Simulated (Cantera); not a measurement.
Input: 1 mol Si, 7.3 mol HCl, 10 mol H2, equilibrated at 625 °C and 10.0 mbar.

Method: chemical equilibrium by Gibbs-energy minimisation in Cantera with the NASA 1993 tables (ideal gas, pure condensed phases). Candidate condensed phases: Si; 19 gas species. The tables' values for SiCl3 are old estimates; treat these amounts as uncertain. Kinetics and transport are ignored.

Base state: H2 0.736, HCl 0.203, SiCl4 0.0607, SiHCl3 0.000612, SiCl3 2.87e-5 (mole fractions); condensed: gas only.

What changes in the equilibrium state with this change: temperature from 625 °C to 1427 °C?


```csv
species,before,after
H2,0.736,0.637
HCl,0.203,0.304
SiCl2,6.59e-7,0.0559
SiCl4,0.0607,0.000104
H,<1e-9,0.00118
Cl,<1e-9,0.000437
SiCl,<1e-9,4.51e-5
```
The tables' values for SiCl3, SiCl are old estimates; treat these amounts as uncertain.
